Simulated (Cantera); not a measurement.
Feed: 1 mol SiHCl3, 17 mol N2, equilibrated at 3400 Pa.

Equilibrium computed with Cantera from the NASA thermochemical tables; the gas is ideal and each condensed phase is pure. Candidate condensed phases: NH4Cl, Si, Si3N4; 28 gas species. N2 is the only nitrogen source here; it is nearly inert below about 1500 K, so the nitride shown seldom forms there in practice. Kinetics and transport are ignored.

Over these rows the condensed part is Si3N4(s). Partial pressures as log10 of bar:

```json
[
 {"T (K)": "1273", "1000/T (1/K)": "0.7855", "log p SiCl2": "-4.57", "log p N2": "-1.51", "log p HCl": "-2.78", "log p SiCl4": "-3.03"},
 {"T (K)": "1323", "1000/T (1/K)": "0.7559", "log p SiCl2": "?", "log p N2": "-1.51", "log p HCl": "-2.78", "log p SiCl4": "-3.06"},
 {"T (K)": "1373", "1000/T (1/K)": "0.7283", "log p SiCl2": "-3.78", "log p N2": "-1.51", "log p HCl": "-2.78", "log p SiCl4": "-3.11"},
 {"T (K)": "1423", "1000/T (1/K)": "0.7027", "log p SiCl2": "-3.46", "log p N2": "-1.51", "log p HCl": "-2.79", "log p SiCl4": "-3.20"},
 {"T (K)": "1473", "1000/T (1/K)": "0.6789", "log p SiCl2": "-3.19", "log p N2": "-1.51", "log p HCl": "-2.80", "log p SiCl4": "-3.36"},
 {"T (K)": "1523", "1000/T (1/K)": "0.6566", "log p SiCl2": "-2.99", "log p N2": "-1.51", "log p HCl": "-2.81", "log p SiCl4": "-3.61"}
]
```

Task: Fit log p(SiCl2) = a + b·(1000/T) to the five rows, give the apparent enthalpy, and predict the row at 1323 K.

Result: Means: 1000/T = 0.7104, log p = -3.598. Sxy = -0.122880, Sxx = 0.0099064, so b = -12.40 and a = -3.598 − (-12.40)×0.7104 = 5.21.
Apparent enthalpy: −19.145 × (-12.40) = 237 kJ/mol. With the condensed phases at unit activity, 1/6 Si3N4(s) + 1/2 SiCl4(g) = SiCl2(g) + 1/3 N2(g) links this pressure to the main gases: over the six rows their terms move log p by -0.29 in all, so the slope isn't that reaction's ΔH° alone. The five rows lie within 0.06 of the line.
Prediction at 1323 K: 5.21 + (-12.40)×0.7559 = -4.16. The computed value is -4.15, 0.01 from the line.
